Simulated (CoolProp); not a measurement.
Values from CoolProp's reference Helmholtz-energy equation of state, Tillner-Roth 1997.

Question: For CH2F2 (R32), give the phase and the Z, Joule-Thomson coefficient (K/MPa), viscosity (µPa s), fugacity coefficient at 344.9 K and 1.51 MPa; 364.5 K and 1.51 MPa; 403.8 K and 1.51 MPa.

Answer: 
- 344.9 K and 1.51 MPa: gas; Z 0.885, Joule-Thomson coefficient 15.2, viscosity 15.6, fugacity coefficient 0.894
- 364.5 K and 1.51 MPa: gas; Z 0.907, Joule-Thomson coefficient 12.9, viscosity 16.4, fugacity coefficient 0.913
- 403.8 K and 1.51 MPa: gas; Z 0.937, Joule-Thomson coefficient 9.47, viscosity 18.0, fugacity coefficient 0.940

Viscosity comes from a separate model (Bell 2016), an estimate that may be off by 10 % or more.
